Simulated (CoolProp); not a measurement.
Vapour-liquid equilibrium of R125 (1) + fluoroethane (R161) (2) at 268.6 K; x and y are mole fractions of (1).

Computed with CoolProp (multi-fluid Helmholtz-energy mixture model, Lemmon 2005 and Wu 2012; pair parameters Bell 2016).

| x | bubble pressure, mixture model (bar) | bubble pressure, Raoult's law (bar) | y, mixture model | y, Raoult's law |
|---|---|---|---|---|
| 0.05 | 3.824 | 3.851 | 0.068 | 0.075 |
| 0.2 | ___ | 4.157 | ___ | 0.279 |
| 0.35 | 4.484 | 4.464 | 0.458 | 0.454 |
| 0.5 | ___ | 4.770 | ___ | 0.607 |
| 0.65 | 5.202 | 5.077 | ___ | 0.742 |
| 0.8 | 5.496 | 5.383 | ___ | 0.861 |
| 0.95 | ___ | 5.690 | 0.960 | 0.967 |

Problem. Complete the blanks.

Solution. 
- 0.2, bubble pressure, mixture model (bar): 4.121
- 0.2, y, mixture model: 0.273
- 0.5, bubble pressure, mixture model (bar): 4.858
- 0.5, y, mixture model: 0.611
- 0.65, y, mixture model: 0.738
- 0.8, y, mixture model: 0.849
- 0.95, bubble pressure, mixture model (bar): 5.731

The largest gap from Raoult's law is +2.5 % in bubble pressure, at x = 0.65. No azeotrope shows between x = 0.05 and 0.95.

Pair parameters are fitted to limited data, so mixtures are less certain than the pure fluids. The gap from Raoult's law changes sign with composition, which may be real or a fault of the pair parameters; it wasn't checked against measurements.
